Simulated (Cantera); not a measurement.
Feed: 1 mol B₂H₆, 0.058 mol O₂.

Method: chemical equilibrium by Gibbs-energy minimisation in Cantera with the NASA 1993 tables (ideal gas, pure condensed phases). Candidate condensed phases: B, B₂O₃, B₃O₃H₃, H₂O; 23 gas species. The feed counts by its element totals alone. Mutual solubility and eutectic melting of coexisting phases are not modelled. Equilibrium is a limit: real reactors are often held back by kinetics, nucleation or transport.

Stable condensed phases, one row left out:

```
T in K \ P in Pa
             10     46    220   1000   4600  22000 100000
   1875       A      A      A      A      A      A      A
   1775       A      A      A      A      A      A      A
   1675       A      A      A      A      A      A      A
   1475       A      A      A      A      B      B      B
   1375       A      A      B      B      B      B      B
   1275       B      B      B      B      B      B      B
   1175       B      B      B      B      B      B      B
   1075       B      B      B      B      B      B      B
    975       B      B      B      B      B      B      B
    875       B      B      B      B      B      B      B
    775       B      B      B      B      B      B      B
```

A: B; B: B + B₂O₃.

### Question
Give the row for 1575 K.

### Answer
10: B; 46: B; 220: B; 1000: B; 4600: B; 22000: B + B₂O₃; 100000: B + B₂O₃.
